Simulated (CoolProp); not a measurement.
Values from CoolProp's reference Helmholtz-energy equation of state, Lemmon 2013.

Problem. For propylene, give the phase and the Z, cv (kJ/(kg K)), speed of sound (m/s), Joule-Thomson coefficient (K/MPa) at 135.85 °C and 22 MPa.

Solution. 
- 135.85 °C and 22 MPa: supercritical; Z 0.661, cv 1.89, speed of sound 554, Joule-Thomson coefficient 0.338
